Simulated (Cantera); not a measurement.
An isothermal, constant-pressure homogeneous reactor starts with 2.60 % CO, 0.868 % O₂, 0.0839 % H₂O, 96.4 % N₂, at 900 K and 9.80 bar.

Model: GRI-Mech 3.0 (53 species, 325 reactions), integrated in Cantera.

Predict: x(CO) at 40.0 s; x(O₂) at 40.0 s; x(H₂O) at 40.0 s; x(CO₂) at 40.0 s; x(HO₂) at 40.0 s.


```
Property                                             Result
----------------  -----------------------------------------
x(CO) at 40.0 s      0.0237 (gas-phase equilibrium 0.00832)
x(O₂) at 40.0 s      0.00753 (gas-phase equilibrium <1e-12)
x(H₂O) at 40.0 s  0.000840 (gas-phase equilibrium 0.000409)
x(CO₂) at 40.0 s     0.00233 (gas-phase equilibrium 0.0179)
x(HO₂) at 40.0 s     3.40e-8 (gas-phase equilibrium <1e-12)
```
